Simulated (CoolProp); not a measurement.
Vapour-liquid equilibrium of CH2F2 (R32) (1) + R142b (2) at 1240 kPa; x and y are mole fractions of (1).

Values from CoolProp's multi-fluid Helmholtz-energy mixture model, Tillner-Roth 1997 and Lemmon 2006; pair parameters Bell 2016.

| x | bubble temperature (°C) | y at the bubble point | dew temperature at overall composition x (°C) | liquid density (mol/L) |
|---|---|---|---|---|
| 0.05 | 68.9 | 0.143 | 72.9 | 9.996 |
| 0.125 | 60.2 | 0.324 | 69.7 | 10.57 |
| 0.2 | 52.6 | 0.468 | 66.2 | 11.14 |
| 0.275 | 45.9 | 0.579 | 62.7 | 11.73 |
| 0.35 | 40.2 | 0.665 | 58.9 | 12.32 |
| 0.425 | 35.3 | 0.732 | 54.9 | 12.93 |
| 0.5 | 31.2 | 0.785 | 50.7 | 13.57 |
| 0.575 | 27.7 | 0.828 | 46.1 | 14.24 |
| 0.65 | 24.7 | 0.864 | 41.2 | 14.95 |
| 0.725 | 22.0 | 0.895 | 35.8 | 15.72 |
| 0.8 | 19.6 | 0.924 | 30.0 | 16.56 |
| 0.875 | 17.3 | 0.952 | 23.7 | 17.50 |
| 0.95 | 15.2 | 0.980 | 17.5 | 18.55 |

No azeotrope shows between x = 0.05 and 0.95.

Pair parameters are fitted to limited data, so mixtures are less certain than the pure fluids. The gap from Raoult's law changes sign with composition, which may be real or a fault of the pair parameters; it wasn't checked against measurements.
